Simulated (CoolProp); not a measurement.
Values from CoolProp's reference Helmholtz-energy equation of state, Thol 2015.

Problem. For octamethylcyclotetrasiloxane (D4), give the phase and the Z, cp (kJ/(kg K)), isothermal compressibility (1/MPa), fugacity coefficient at 438.6 K and 0.777 MPa.

Solution. 
- 438.6 K and 0.777 MPa: liquid; Z 0.0807, cp 1.97, isothermal compressibility 0.00591, fugacity coefficient 0.101
